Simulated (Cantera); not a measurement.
## Low-pressure radical oxidation in H2/O2

An isothermal, constant-pressure homogeneous reactor starts with 26.4 % H2, 73.4 % O2, 0.183 % H2O, equivalence ratio 0.18, at 1198 K and 0.0263 atm.

Detailed kinetics in Cantera: the H2/O2 subset of GRI-Mech 3.0, which has no nitrogen chemistry. Radical loss at walls, strong at low pressure, is not modelled. The temperature is held fixed by assumption; the heat of reaction is taken as removed at once.

| t (s) | x H2 | x O2 | x H | x H2O2 | x HO2 |
|---|---|---|---|---|---|
| 6.00e-6 | 0.264 | 0.734 | 1.92e-9 | <1e-12 | 2.06e-9 |
| 4.13e-5 | 0.264 | 0.734 | 1.77e-8 | 1.23e-11 | 1.42e-8 |
| 0.000284 | 0.264 | 0.734 | 3.88e-5 | 9.30e-10 | 3.59e-7 |
| 0.00195 | 0.0111 | 0.636 | 0.0500 | 9.41e-7 | 2.18e-5 |
| 0.0134 | 0.000459 | 0.691 | 0.000331 | 7.22e-7 | 1.01e-5 |
| 0.0923 | 1.00e-5 | 0.693 | 1.18e-6 | 1.03e-7 | 5.57e-7 |
| 0.634 | 6.95e-7 | 0.693 | 2.35e-8 | 1.54e-8 | 5.19e-8 |
| 4.36 | 8.13e-8 | 0.693 | 9.76e-10 | 2.49e-9 | 1.83e-8 |
| 30.0 | 2.80e-8 | 0.693 | 1.98e-10 | 9.91e-10 | 2.26e-8 |
x: mole fraction; the columns are a selection and need not sum to one.

Equilibrium at this temperature and pressure: H2 2.77e-8, O2 0.693, H 1.95e-10, H2O2 9.81e-10, HO2 2.27e-8 (gas phase only).
